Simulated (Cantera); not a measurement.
Input: 1 mol PbO, 2.1 mol CO, 2.6 mol H₂, equilibrated at 2073.15 K and 0.290 bar.

Method: chemical equilibrium by Gibbs-energy minimisation in Cantera with the NASA 1993 tables (ideal gas, pure condensed phases). Candidate condensed phases: C, C₆H₆, C₇H₈, C₈H₁₈, H₂O, Pb, PbO, PbO₂, Pb₃O₄; 113 gas species. Gases not in the tables: (PbO)n polymers. Equilibrium is a limit: real reactors are often held back by kinetics, nucleation or transport.

Base state: CO 0.336, H₂ 0.311, Pb 0.175, H₂O 0.143, CO₂ 0.0318, H 0.00273, PbO 0.000472, OH 0.000142 (mole fractions); condensed: gas only.

Problem. What changes in the equilibrium state with this change: PbO replaced by Cu₂O?

Solution. 
```json
[
 {"species": "CO", "before": "0.336", "after": "0.396"},
 {"species": "H₂", "before": "0.311", "after": "0.366"},
 {"species": "H₂O", "before": "0.143", "after": "0.169"},
 {"species": "Pb", "before": "0.175", "after": "0"},
 {"species": "Cu", "before": "0", "after": "0.0286"},
 {"species": "CO₂", "before": "0.0318", "after": "0.0376"},
 {"species": "PbO", "before": "0.000472", "after": "0"},
 {"species": "Cu₂", "before": "0", "after": "0.000150"},
 {"species": "Pb₂", "before": "3.75e-5", "after": "0"},
 {"species": "Cu(l), mol", "before": "0", "after": "1.86"}
]
```
Further candidate phases: Cu, CuO, Cu(OH)₂, Cu₂O.

Problem. What changes in the equilibrium state with this change: PbO replaced by Fe₂O₃?

Solution. 
| species | before | after |
|---|---|---|
| CO | 0.336 | 0.405 |
| H₂ | 0.311 | 0.373 |
| H₂O | 0.143 | 0.177 |
| Pb | 0.175 | 0 |
| CO₂ | 0.0318 | 0.0396 |
| Fe | 0 | 0.00277 |
| PbO | 0.000472 | 0 |
| Fe(OH)₂ | 0 | 9.56e-5 |
| Pb₂ | 3.75e-5 | 0 |
| FeO | 0 | 3.10e-5 |
| OH | 0.000142 | 0.000161 |
| Fe(l), mol | 0 | 0.00878 |
| FeO(l), mol | 0 | 1.98 |
Each liquid is taken as pure. Mutual solubility and eutectic melting of coexisting phases are not modelled. The tables' stoichiometric FeO is somewhat more stable than real wüstite, so its field is too wide. FeO: taken at fixed stoichiometry. Further candidate phases: Fe, Fe(CO)₅, FeO, Fe(OH)₂, Fe(OH)₃, Fe₂O₃, Fe₃O₄.
